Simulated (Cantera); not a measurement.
# Si3N4 + H2O + H2 + HF (nitride etching)

Charge: 1 mol Si3N4, 6.5 mol H2O, 1.1 mol H2, 3.2 mol HF, held at 1450 °C and 28.0 mbar.

Method: chemical equilibrium by Gibbs-energy minimisation in Cantera with the NASA 1993 tables (ideal gas, pure condensed phases). Candidate condensed phases: H2O, Si, SiO2, Si2N2O, Si3N4; 58 gas species. The tables' values for SiF3 are old estimates; treat these amounts as uncertain. The tables hold silica as quartz up to 1696 K and as liquid above; real silica turns to tridymite and cristobalite and melts near 1996 K. Equilibrium is a limit: real reactors are often held back by kinetics, nucleation or transport.

- x(H2): 0.554
- x(HF): 0.246
- x(N2): 0.156
- x(H2O): 0.0416
- x(SiF4): 0.00108
- x(H): 0.000812
- x(SiO): 0.000217
- x(SiF3): 8.35e-5
- x(SiHF3): 4.81e-6
- n(SiO2(condensed)): 2.98 mol
- gas amount: 12.79 mol
- log10 activity of Si(l) (absent): -6.89
